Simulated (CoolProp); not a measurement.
Aqueous potassium carbonate as a coolant, 19 % by mass, freezing at -8.1 °C, 1 atm.

The numbers come from the Melinder's fits for secondary coolants in CoolProp.

| T (°C) | conductivity (W/(m K)) | viscosity (mPa s) | Prandtl number | density (kg/m³) |
|---|---|---|---|---|
| -2 | 0.544 | 2.87 | 17.5 | 1188 |
| 6 | 0.556 | 2.29 | 13.7 | 1186 |
| 14 | 0.570 | 1.89 | 11.1 | 1183 |
| 22 | 0.583 | 1.59 | 9.14 | 1179 |
| 30 | 0.597 | 1.36 | 7.65 | 1175 |
